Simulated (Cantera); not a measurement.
Feed: 1 mol BN, 1.1 mol Cl2, 74 mol N2.

These are equilibrium values from Cantera (NASA tables, ideal gas, pure condensed phases), not measurements of a reactor. Candidate condensed phases: B, BN; 10 gas species. The tables' values for BCl2 are old estimates. The numbers say what is thermodynamically allowed, not how fast it happens.

Stable condensed phases, one row left out:

```
T in K \ P in Pa
              1    3.2     10     32    100    320   1000   3200  10000  32000 100000
   2050       A      A      A      A      A      A      A      A      B      B      B
   1975       A      A      A      A      A      A      A      B      B      B      B
   1900       A      A      A      A      A      A      B      B      B      B      B
   1825       A      A      A      A      A      B      B      B      B      B      B
   1675       A      A      A      B      B      B      B      B      B      B      B
   1600       A      B      B      B      B      B      B      B      B      B      B
   1525       B      B      B      B      B      B      B      B      B      B      B
   1450       B      B      B      B      B      B      B      B      B      B      B
   1375       B      B      B      B      B      B      B      B      B      B      B
   1300       B      B      B      B      B      B      B      B      B      B      B
   1225       B      B      B      B      B      B      B      B      B      B      B
   1150       B      B      B      B      B      B      B      B      B      B      B
   1075       B      B      B      B      B      B      B      B      B      B      B
```

A: gas only; B: BN.

Problem. Give the row for 1750 K.

Solution. 1: gas only; 3.2: gas only; 10: gas only; 32: gas only; 100: BN; 320: BN; 1000: BN; 3200: BN; 10000: BN; 32000: BN; 100000: BN.
